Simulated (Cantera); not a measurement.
An isothermal, constant-pressure homogeneous reactor starts with CH4 : H2O = 1 : 4.4 (molar parts), at 1275 K and 73000 Pa. Integrator tolerance rtol = 1e-08.

Detailed kinetics in Cantera: GRI-Mech 3.0 (53 species, 325 reactions).

**Question.** What does this change do: CH4 1 to 8.3 parts?

**Answer.** 
```
quantity                                              before                                    after
------------------  ----------------------------------------  ---------------------------------------
x(CH4) at 10.0 s       0.171 (gas-phase equilibrium 1.11e-6)      0.599 (gas-phase equilibrium 0.174)
x(H2O) at 10.0 s         0.805 (gas-phase equilibrium 0.412)    0.336 (gas-phase equilibrium 1.55e-5)
x(CH3) at 10.0 s    6.77e-6 (gas-phase equilibrium 2.79e-11)  1.16e-5 (gas-phase equilibrium 3.76e-6)
x(O2) at 10.0 s        <1e-12 (gas-phase equilibrium <1e-12)    <1e-12 (gas-phase equilibrium <1e-12)
x(CH2CO) at 10.0 s    4.43e-6 (gas-phase equilibrium <1e-12)  2.92e-6 (gas-phase equilibrium 1.30e-7)
```
GRI-Mech 3.0 stops at C3 and has no aromatics, soot or wall deposition, so with more carbon than oxygen in the feed, carbon stays in small species such as C2H2 where larger ones or solid carbon would form.
